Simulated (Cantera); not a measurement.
Charge: 1 mol Fe3O4, 1.3 mol H2, 1.1 mol H2O, held at 0.458 Torr.

These are equilibrium values from Cantera (NASA tables, ideal gas, pure condensed phases), not measurements of a reactor. Candidate condensed phases: Fe, FeO, Fe(OH)2, Fe(OH)3, Fe2O3, Fe3O4, H2O; 12 gas species. The tables' stoichiometric FeO is somewhat more stable than real wüstite, so its field is too wide. FeO: taken at fixed stoichiometry. The numbers say what is thermodynamically allowed, not how fast it happens.

Q: Which condensed phases are stable at each of these points (T (K)): 1175, 1225, 1275, 1325, 1375, 1425, 1475, 1525, 1575, 1625, 1675?

A: 
```
T (K)  condensed phases  Fe condensed (%)
-----  ----------------  ----------------
1175             FeO(s)             100.0
1225             FeO(s)             100.0
1275             FeO(s)             100.0
1325             FeO(s)             100.0
1375             FeO(s)             100.0
1425             FeO(s)             100.0
1475             FeO(s)             100.0
1525             FeO(s)             100.0
1575             FeO(s)             100.0
1625             FeO(s)             100.0
1675             FeO(l)             100.0
```

From 1175 K to 1625 K the condensed part is FeO(s). At 1675 K the condensed part is FeO(l).
